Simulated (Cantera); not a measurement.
A perfectly stirred reactor is fed with CO : H₂ : CH₄ : O₂ : N₂ = 1 : 0.29 : 0.27 : 0.697 : 2.62 (molar parts), equivalence ratio 1.7, at 1130 Torr; it is adiabatic with a 650 K inlet, and is followed from long to short residence time, starting on the burning branch (τ in s: 0.41, 0.14, 0.05, 0.018, 0.0061, 0.0021, 0.00074, 0.00026, 9e-05, 3.1e-05).

Model: GRI-Mech 3.0 (53 species, 325 reactions), integrated in Cantera.

Q: Predict: blow-out, bracketed by the residence times tried; x(CO) at τ = 0.410 s; x(H₂) at τ = 0.410 s; x(CH₄) at τ = 0.410 s; x(HCN) at τ = 0.410 s; x(OH) at τ = 0.410 s; x(CO) at τ = 2.10 ms; x(H₂) at τ = 2.10 ms; x(CH₄) at τ = 2.10 ms; x(HCN) at τ = 2.10 ms; x(OH) at τ = 2.10 ms.

A: 
```
Property                                                                           Value
------------------------------------------------  --------------------------------------
blow-out, bracketed by the residence times tried  burning at 31.0 µs, the shortest tried
x(CO) at τ = 0.410 s                                                               0.167
x(H₂) at τ = 0.410 s                                                              0.0395
x(CH₄) at τ = 0.410 s                                                            1.64e-6
x(HCN) at τ = 0.410 s                                                            3.51e-7
x(OH) at τ = 0.410 s                                                            0.000966
x(CO) at τ = 2.10 ms                                                               0.166
x(H₂) at τ = 2.10 ms                                                              0.0395
x(CH₄) at τ = 2.10 ms                                                            2.59e-5
x(HCN) at τ = 2.10 ms                                                            4.88e-6
x(OH) at τ = 2.10 ms                                                             0.00399
```
